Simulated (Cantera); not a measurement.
Mixture: CH4 : CO : O2 : N2 = 1 : 0.064 : 2.12 : 7.96 (molar parts), equivalence ratio 0.96, at 7500 Torr, adiabatic and at constant volume. Ignition delay is the time to a rise of 400 K.

Cantera simulation using GRI-Mech 3.0 (53 species, 325 reactions); the numbers are that mechanism's predictions, not measurements.

**Question.** What does this change do: CH4 1 to 1.8 parts?

**Answer.** 
```
quantity                                                before       after
--------------------------------------------------  ----------  ----------
delay at 1198 K                                        4.94 ms     6.53 ms
delay at 1398 K                                       0.487 ms    0.636 ms
delay at 1598 K                                        71.2 µs     87.6 µs
delay at 1798 K                                        14.9 µs     16.7 µs
delay at 1998 K                                        4.46 µs     4.63 µs
apparent activation energy between 1798 and 1998 K  180 kJ/mol  190 kJ/mol
```
